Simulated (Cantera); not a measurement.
Mixture: C2H4 : O2 : N2 : H2O : H2 = 1 : 2.14 : 8.06 : 0.46 : 0.15 (molar parts), equivalence ratio 1.4, at 2800000 Pa, adiabatic and at constant pressure. Ignition delay is the time to a rise of 400 K.

Detailed kinetics in Cantera: GRI-Mech 3.0 (53 species, 325 reactions). GRI-Mech 3.0 was tuned for natural gas; its chemistry of ethylene as a main component is partial and can be far from experiment. The pressure lies above the range GRI-Mech 3.0 was tuned for (to about 10 atm).

Problem. Predict: delay at 1300 K; delay at 1400 K; delay at 1500 K; delay at 1600 K; delay at 1700 K; delay at 1800 K; apparent activation energy between 1600 and 1800 K.

Solution. 
- delay at 1300 K = 47.9 µs
- delay at 1400 K = 11.1 µs
- delay at 1500 K = 3.12 µs
- delay at 1600 K = 1.30 µs
- delay at 1700 K = 0.742 µs
- delay at 1800 K = 0.499 µs
- apparent activation energy between 1600 and 1800 K = 110 kJ/mol
